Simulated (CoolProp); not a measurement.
Properties of n-octane along the isotherm 334.8 K.

Model: reference Helmholtz-energy equation of state, Beckmüller 2019, in CoolProp.

```csv
p (MPa),phase,speed of sound (m/s),Joule-Thomson coefficient (K/MPa),expansivity (1/kK),viscosity (µPa s),fugacity coefficient
1.77,liquid,1037,-0.3699,1.236,351,0.007003
3.55,liquid,1052,-0.3747,1.211,358,0.003893
5.32,liquid,1066,-0.3791,1.188,365,0.002894
7.1,liquid,1080,-0.3832,1.166,372,0.002416
8.87,liquid,1094,-0.3870,1.145,379,0.002153
10.6,liquid,1107,-0.3905,1.126,385,0.002000
12.4,liquid,1120,-0.3939,1.107,392,0.001906
14.2,liquid,1133,-0.3970,1.089,399,0.001854
16,liquid,1145,-0.4000,1.072,406,0.001833
17.7,liquid,1156,-0.4026,1.057,413,0.001835
19.5,liquid,1168,-0.4052,1.042,420,0.001854
21.3,liquid,1180,-0.4077,1.027,427,0.001890
23.1,liquid,1192,-0.4100,1.013,434,0.001939
24.8,liquid,1202,-0.4121,1.001,441,0.001998
```

Viscosity comes from a separate model (Huber 2004).
